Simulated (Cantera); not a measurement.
A perfectly stirred reactor is fed with H2 : O2 = 0.046 : 1 (molar parts), equivalence ratio 0.023, at 24.0 Torr; it is held at 1400 K, and followed from long to short residence time.

Computed with Cantera and the H2/O2 subset of GRI-Mech 3.0, which has no nitrogen chemistry. Radical loss at walls, strong at low pressure, is not modelled. The temperature is held fixed by assumption; the heat of reaction is taken as removed at once.

```csv
quantity,before,after
x(H2) at τ = 4.50 s,2.50e-5,5.92e-5
x(O2) at τ = 4.50 s,0.954,0.952
x(HO2) at τ = 4.50 s,4.80e-7,4.49e-7
x(H2O) at τ = 4.50 s,0.0445,0.0441
x(H) at τ = 4.50 s,1.41e-5,7.92e-5
x(H2) at τ = 56.0 ms,0.000349,0.000627
x(O2) at τ = 56.0 ms,0.943,0.930
x(HO2) at τ = 56.0 ms,2.63e-6,1.49e-6
x(H2O) at τ = 56.0 ms,0.0423,0.0402
x(H) at τ = 56.0 ms,0.000843,0.00254
```

Problem. Which change was made?
(A) temperature 1400 to 1000 K
(B) O2 1 to 2.7 parts
(C) pressure from 24.0 Torr to 10.00 Torr
(D) pressure from 24.0 Torr to 4.35 Torr

Solution. C, pressure from 24.0 Torr to 10.00 Torr
